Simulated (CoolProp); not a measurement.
Isopentane along the isobar 1300 kPa: Z from the reference equation and from simpler models built on Tc = 460.3 K, pc = 3378 kPa, ω = 0.227; each cubic takes its own stable root.

The numbers come from the reference Helmholtz-energy equation of state, Lemmon 2006 in CoolProp. It is a short technical equation, of lower accuracy than the large ones.

```csv
T (K),phase,reference
151.3,liquid,0.09912
172,liquid,0.08944
192.7,liquid,0.08191
213.4,liquid,0.07594
234.1,liquid,0.07113
254.8,liquid,0.06724
275.6,liquid,0.06407
296.3,liquid,0.06155
317,liquid,0.05958
337.7,liquid,0.05815
358.4,liquid,0.05727
379.1,liquid,0.05705
399.8,liquid,0.05779
420.6,gas,0.7853
441.3,gas,0.8254
462,gas,0.8549
```

**Question.** How far does each simpler model (van der Waals, Redlich-Kwong, Soave-Redlich-Kwong, Peng-Robinson) lie from the reference over these 16 states: mean and median of the absolute difference, and the worst?

**Answer.** 
- van der Waals: mean 203.1 %, median 61.9 %, worst +1296.4 % at 399.8 K and 1300 kPa
- Redlich-Kwong: mean 84.6 %, median 10.2 %, worst +1215.3 % at 399.8 K and 1300 kPa
- Soave-Redlich-Kwong: mean 7.4 %, median 8.0 %, worst +13.8 % at 399.8 K and 1300 kPa
- Peng-Robinson: mean 3.0 %, median 3.3 %, worst -5.0 % at 296.3 K and 1300 kPa

At some of these states van der Waals, Redlich-Kwong gives the other phase, because its saturation line lies elsewhere.
